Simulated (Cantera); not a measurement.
Charge: 1 mol Si3N4, 47 mol HCl, 69 mol N2, equilibrated at 1450 K and 0.0120 Torr.

Cantera equilibrium calculation (NASA polynomials, part measured and part estimated; ideal gas, pure solids and liquids). Candidate condensed phases: NH4Cl, Si, Si3N4; 28 gas species. The tables' values for SiCl3 are old estimates; treat these amounts as uncertain. Rates play no part.

Base state: N2 0.601, HCl 0.342, H2 0.0276, SiCl2 0.0246, Cl 0.00397, SiCl3 0.000704, H 0.000393, SiCl4 7.37e-5 (mole fractions); condensed: gas only.

Q: What changes in the equilibrium state with this change: pressure from 0.0120 Torr to 0.0210 Torr?

A: 
```json
[
 {"species": "N2", "before": "0.601", "after": "0.601"},
 {"species": "HCl", "before": "0.342", "after": "0.343"},
 {"species": "H2", "before": "0.0276", "after": "0.0273"},
 {"species": "Cl", "before": "0.00397", "after": "0.00302"},
 {"species": "SiCl2", "before": "0.0246", "after": "0.0243"},
 {"species": "SiCl4", "before": "7.37e-5", "after": "0.000129"},
 {"species": "H", "before": "0.000393", "after": "0.000296"},
 {"species": "SiCl3", "before": "0.000704", "after": "0.000928"}
]
```
